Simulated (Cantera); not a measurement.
A Cantera script and its output.

```python
import numpy as np
import cantera as ct

gas = ct.Solution("gri30.yaml")
gas.TPX = 1198, 410000, {'CO': 1, 'H2': 0.71, 'O2': 1.07, 'N2': 4.02}
reactor = ct.IdealGasReactor(gas, energy="on", clone=False)
net = ct.ReactorNet([reactor])
net.rtol, net.atol = 1e-08, 1e-16
show = ['CO', 'H2', 'O2', 'H2O', 'NO2', 'NO']
times = np.geomspace(2e-06, 10, 15)

steps = ct.SolutionArray(gas, extra=["t"])
rows = []
print(f"{'t/s':>10s}{'T/K':>9s}{'P/Pa':>11s}" + "".join(f"{s:>11s}" for s in show))
for t in times:
    while net.time < t:
        t_next = net.step()
        steps.append(gas.state, t=t_next)
    rows.append([np.interp(t, steps.t, y) for y in (steps.T, steps.P, *steps(*show).X.T)])
    print(f"{t:10.3e}{rows[-1][0]:9.1f}{rows[-1][1]:11.4g}" + "".join(f"{x:11.3e}" for x in rows[-1][2:]))
rate = np.gradient(steps.T, steps.t)
print("integrator steps:", len(steps.t))
if steps.T.max() > steps.T[0] + 200:
    print(f"time of steepest temperature rise: {steps.t[rate.argmax()]:.4e} s")
gas.TPX = 1198, 410000, {'CO': 1, 'H2': 0.71, 'O2': 1.07, 'N2': 4.02}
gas.equilibrate("UV")
print(f"equilibrium (UV): T = {gas.T:.1f} K  " + "  ".join(f"{s} {gas[s].X[0]:.3e}" for s in show))
```

It prints:

```
       t/s      T/K       P/Pa         CO         H2         O2        H2O        NO2         NO
 2.000e-06   1198.0    4.1e+05  1.471e-01  1.044e-01  1.574e-01  3.437e-08  1.713e-24  1.563e-18
 6.019e-06   1198.0    4.1e+05  1.471e-01  1.044e-01  1.574e-01  1.124e-06  1.774e-20  4.514e-16
 1.811e-05   1246.9  4.256e+05  1.463e-01  9.720e-02  1.533e-01  6.203e-03  2.367e-11  7.179e-09
 5.452e-05   2909.7  9.006e+05  4.243e-02  4.913e-03  5.064e-02  1.003e-01  2.104e-06  2.317e-03
 1.641e-04   2900.1  8.971e+05  4.225e-02  4.916e-03  4.759e-02  1.007e-01  7.902e-06  8.923e-03
 4.938e-04   2889.5  8.934e+05  4.209e-02  4.925e-03  4.438e-02  1.011e-01  1.368e-05  1.590e-02
 1.486e-03   2887.6  8.927e+05  4.207e-02  4.927e-03  4.380e-02  1.012e-01  1.470e-05  1.718e-02
 4.472e-03   2887.6  8.927e+05  4.207e-02  4.927e-03  4.380e-02  1.012e-01  1.470e-05  1.719e-02
 1.346e-02   2887.6  8.927e+05  4.207e-02  4.927e-03  4.380e-02  1.012e-01  1.470e-05  1.719e-02
 4.051e-02   2887.6  8.927e+05  4.207e-02  4.927e-03  4.380e-02  1.012e-01  1.470e-05  1.719e-02
 1.219e-01   2887.6  8.927e+05  4.207e-02  4.927e-03  4.380e-02  1.012e-01  1.470e-05  1.719e-02
 3.669e-01   2887.6  8.927e+05  4.207e-02  4.927e-03  4.380e-02  1.012e-01  1.470e-05  1.719e-02
 1.104e+00   2887.6  8.927e+05  4.207e-02  4.927e-03  4.380e-02  1.012e-01  1.470e-05  1.719e-02
 3.323e+00   2887.6  8.927e+05  4.207e-02  4.927e-03  4.380e-02  1.012e-01  1.470e-05  1.719e-02
 1.000e+01   2887.6  8.927e+05  4.207e-02  4.927e-03  4.380e-02  1.012e-01  1.470e-05  1.719e-02
integrator steps: 1310
time of steepest temperature rise: 2.0494e-05 s
equilibrium (UV): T = 2887.6 K  CO 4.207e-02  H2 4.927e-03  O2 4.380e-02  H2O 1.012e-01  NO2 1.470e-05  NO 1.719e-02
```

Detailed kinetics in Cantera: GRI-Mech 3.0 (53 species, 325 reactions). The hydrogen kinetics of GRI-Mech 3.0 are dated; newer H2 mechanisms differ, most at raised pressure.
